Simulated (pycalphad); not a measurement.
Computed with pycalphad from the COST 507 light-alloy database (1999), at 1 atm. The data set is of 1999 and partly superseded. Phase fractions are per mole of atoms.

### Question
Give the equilibrium state of Hf-58.5B (at.%) at 2927 °C.

### Answer
B2M, fraction 0.656, with 66.7 B at.%; liquid, fraction 0.344, with 42.9 B at.%.

### Question
Give the equilibrium state of Hf-58.5B (at.%) at 1827 °C.

### Answer
B2M, fraction 0.510, with 66.7 B at.%; BM, fraction 0.490, with 50.0 B at.%.

Database names, with the compositions (at.%) that they take in these runs: B2M: B 67 Hf 33; BM: Hf 50 B 50.
